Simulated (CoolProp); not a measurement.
A simple Rankine cycle with R11: condensing at 292.15 K, boiler at 3.52 MPa, turbine inlet 499 K, turbine efficiency 0.65, pump efficiency 0.7, no recuperator. Each further row changes one setting.

Values from CoolProp's reference Helmholtz-energy equation of state, Jacobsen 1992.

| case | thermal efficiency (%) | net work (kJ/kg) | heat in (kJ/kg) | turbine exit temperature (K) | volume ratio over the turbine |
|---|---|---|---|---|---|
| as stated | 17.5 | 49.6 | 284 | … | 42.1 |
| condensing temperature 284.15 K | 18.4 | … | 291 | 369.4 | 56.2 |
| boiler pressure 2.46 MPa | … | 49.1 | … | 394.9 | 27.3 |
| turbine efficiency 0.55 | … | … | 284 | 388.7 | 43.6 |

Q: What belongs in the gaps?

A: 
- as stated, turbine exit temperature (K): 375.9
- condensing temperature 284.15 K, net work (kJ/kg): 53.4
- boiler pressure 2.46 MPa, thermal efficiency (%): 16.6
- boiler pressure 2.46 MPa, heat in (kJ/kg): 296
- turbine efficiency 0.55, thermal efficiency (%): 14.6
- turbine efficiency 0.55, net work (kJ/kg): 41.5
